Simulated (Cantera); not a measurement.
Charge: 1 mol CaO, 0.73 mol O₂, held at 825 K and 32.3 Torr.

Method: chemical equilibrium by Gibbs-energy minimisation in Cantera with the NASA 1993 tables (ideal gas, pure condensed phases). Candidate condensed phases: Ca, CaO; 6 gas species. Rates play no part.

Base state: O₂ 1.00 (mole fractions); condensed: CaO(s).

Question: What changes in the equilibrium state with this change: CaO replaced by FeS₂?

Answer: 
```tsv
species	before	after
SO₂	0	0.986
S₂	0	0.0130
S₂O	0	0.00112
O₂	1.00	<1e-9
CaO(s), mol	1.00	0
FeS₂(s), mol	0	0.721
Fe₃O₄(s), mol	0	0.0932
```
Gases not in the tables: S₃ to S₇. Further candidate phases: Fe, FeO, FeS, FeSO₄, FeS₂, Fe₂O₃, Fe₂(SO₄)₃, Fe₃O₄, S.
